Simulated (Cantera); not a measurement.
A Cantera script and what it prints.

```python
import numpy as np
import cantera as ct

gas_names = """
    C CH CH2 CH3 CH2OH CH3O CH4 CH3OH CO CO2 COOH C2 C2H CHCO,ketyl C2H2,acetylene C2H2,vinylidene
    CH2CO,ketene C2H3,vinyl CH3CO,acetyl C2H4 C2H4O,ethylen CH3CHO,ethanal CH3COOH (HCOOH)2 C2H5 C2H6
    CH3OCH3 C2H5OH C2O C3 C3H3,propargyl C3H4,allene C3H4,propyne C3H4,cyclo- C3H5,allyl C3H6,propylene
    C3H6,cyclo- C3H6O C3H7,n-propyl C3H7,i-propyl C3H8 C3H8O,1propanol C3H8O,2propanol C3O2 C4 C4H2
    C4H4,1,3-cyclo- C4H6,butadiene C4H6,2-butyne C4H6,cyclo- C4H8,1-butene C4H8,cis2-buten
    C4H8,tr2-butene C4H8,isobutene C4H8,cyclo- (CH3COOH)2 C4H9,n-butyl C4H9,i-butyl C4H9,s-butyl
    C4H9,t-butyl C4H10,isobutane C4H10,n-butane C5 C5H6,1,3cyclo- C5H8,cyclo- C5H10,1-pentene
    C5H10,cyclo- C5H11,pentyl C5H11,t-pentyl C5H12,n-pentane C5H12,i-pentane CH3C(CH3)2CH3 C6H2
    C6H5,phenyl C6H5O,phenoxy C6H6 C6H5OH,phenol C6H10,cyclo- C6H12,1-hexene C6H12,cyclo- C6H13,n-hexyl
    C7H7,benzyl C7H8 C7H8O,cresol C7H14,1-heptene C7H15,n-heptyl C7H16,n-heptane C8H8,styrene
    C8H10,ethylbenz C8H16,1-octene C8H17,n-octyl C8H18,isooctane C8H18,n-octane C9H19,n-nonyl
    C10H8,naphthale C10H21,n-decyl C12H9,o-bipheny C12H10,bipheny H HCO HO2 H2 HCHO,formaldehy HCOOH H2O
    H2O2 Mg MgH MgO MgOH MgO2H2 Mg2 O OH O2 O3
""".split()
cond_names = """
    C(gr) C6H6(L) C7H8(L) C8H18(L),n-octa H2O(s) H2O(L) Mg(cr) Mg(L) MgCO3(s) MgO(s) MgO(L) MgO2H2(s)
""".split()


def load(file, names, dense=False):
    # The tables refer to 1 bar. Condensed volumes are neglected.
    table = {s.name: s for s in ct.Species.list_from_file(file)}
    out = []
    for n in names:
        d = dict(table[n].input_data)
        d["thermo"] = dict(d["thermo"], **{"reference-pressure": 1e5})
        if dense:
            d["equation-of-state"] = {"model": "constant-volume", "density": "1e6 g/cm^3"}
        out.append(ct.Species.from_dict(d))
    return out


gas = ct.Solution(thermo="ideal-gas", species=load("nasa_gas.yaml", gas_names))
cond = {s.name: ct.Solution(thermo="fixed-stoichiometry", species=[s], name=s.name)
        for s in load("nasa_condensed.yaml", cond_names, dense=True)}
atoms = {
    'MgCO3': {'Mg': 1, 'C': 1, 'O': 3},
    'H2': {'H': 2},
}
top_T = {'C(gr)': 4500}  # K; cautious upper limits of use, not melting points


def equilibrate(T, P, feed):
    n = {}
    for name, mol in feed.items():
        for a, k in atoms[name].items():
            n[a] = n.get(a, 0.0) + k * mol
    gas.TPX = T, P, n
    mass = sum(n.values()) * gas.mean_molecular_weight
    gas.equilibrate("TP")
    valid = [c for c in cond.values() if c.min_temp <= T <= top_T.get(c.name, c.max_temp)]
    mix = ct.Mixture([(gas, mass / gas.mean_molecular_weight)] + [(c, 0.0) for c in valid])
    mix.T, mix.P = T, P
    mix.equilibrate("TP", solver="vcs", rtol=1e-11, max_steps=5000)
    return mix


results = []
feed = {'MgCO3': 1, 'H2': 5.5}  # mol
T = 1075  # K
P = 2700  # Pa
mix = equilibrate(T, P, feed)
results.append((T, P, feed, dict(zip(mix.species_names, mix.species_moles))))
x = sorted(zip(gas.X, gas.species_names), reverse=True)
print(f"T = {T:g} K  P = {P:g} Pa  gas = {mix.phase_moles(0):.4g} mol")
print("   x: " + "  ".join(f"{s} {v:.3e}" for v, s in x if v > 0.001))
print("   condensed (mol): " + ("  ".join(f"{mix.phase(i).name} {mix.phase_moles(i):.4g}"
      for i in range(1, mix.n_phases) if mix.phase_moles(i) > 1e-12) or "none"))
```

Output:

```
T = 1075 K  P = 2700 Pa  gas = 6.5 mol
   x: H2 7.172e-01  H2O 1.289e-01  CO 1.289e-01  CO2 2.492e-02
   condensed (mol): MgO(s) 1
```

Cantera equilibrium calculation (NASA polynomials, part measured and part estimated; ideal gas, pure solids and liquids).
